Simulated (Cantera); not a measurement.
Cantera run:

```python
import numpy as np
import cantera as ct

gas_names = """
    AL ALH ALI ALI3 ALN AL2 AL2I6 H HI H2 I I2 N NH NH2 NH3 N2 N2H2 N2H4
""".split()
cond_names = """
    AL(cr) AL(L) ALI3(s) ALI3(L) ALN(s) I2(cr) I2(L)
""".split()


# ... load() reads the species with a 1 bar reference pressure and builds the phases ...
atoms = {
    'AlN': {'AL': 1, 'N': 1},
    'I2': {'I': 2},
    'H2': {'H': 2},
}
top_T = {'ALN(s)': 2750}  # K; cautious upper limits of use, not melting points


# ... equilibrate(T, P, feed) seeds the gas with the atoms and calls Mixture.equilibrate('TP', solver="vcs", rtol=1e-11, max_steps=5000) ...
results = []
feed = {'AlN': 1, 'I2': 0.32, 'H2': 0.27}  # mol
P = 3500  # Pa
for T in [973, 1023, 1073, 1123, 1173, 1223, 1273, 1323, 1373, 1423]:
    mix = equilibrate(T, P, feed)
    results.append((T, P, feed, dict(zip(mix.species_names, mix.species_moles))))

top = {s: max(r[3][s] / sum(r[3][g] for g in gas_names) for r in results) for s in gas_names}
cols = sorted((s for s in top if top[s] > 0.001), key=lambda s: -top[s])[:9]
seen = [c for c in cond_names if any(r[3].get(c, 0) > 1e-12 for r in results)]
print("log10 of partial pressures in bar; condensed amounts in mol")
print(f"{'T/K':>10s}" + "".join(f"{s[:9]:>10s}" for s in cols + seen))
for T, P, feed, n in results:
    ng = sum(n[g] for g in gas_names)
    print(f"{T:10.4g}" + "".join(f"{np.log10(max(n[s] / ng * P / 1e5, 1e-99)):10.3f}" for s in cols)
          + "".join(f"{n.get(c, 0):10.4g}" for c in seen))
```

It prints:

```
log10 of partial pressures in bar; condensed amounts in mol
       T/K        HI         I        H2      ALI3        N2        I2       ALI    ALN(s)
       973    -1.867    -2.951    -2.047    -2.149    -2.450    -3.168    -9.454    0.8784
      1023    -1.899    -2.772    -2.030    -2.144    -2.445    -3.214    -8.566     0.876
      1073    -1.932    -2.613    -2.017    -2.146    -2.447    -3.262    -7.761    0.8752
      1123    -1.967    -2.471    -2.007    -2.155    -2.456    -3.312    -7.030    0.8761
      1173    -2.004    -2.344    -1.999    -2.172    -2.473    -3.365    -6.362    0.8786
      1223    -2.042    -2.233    -1.994    -2.196    -2.497    -3.423    -5.749    0.8828
      1273    -2.084    -2.134    -1.991    -2.228    -2.529    -3.485    -5.186    0.8886
      1323    -2.128    -2.048    -1.990    -2.270    -2.569    -3.554    -4.667    0.8956
      1373    -2.176    -1.974    -1.990    -2.321    -2.616    -3.629    -4.187    0.9036
      1423    -2.228    -1.912    -1.993    -2.384    -2.667    -3.711    -3.745    0.9114
```

Equilibrium computed with Cantera from the NASA thermochemical tables; the gas is ideal and each condensed phase is pure.
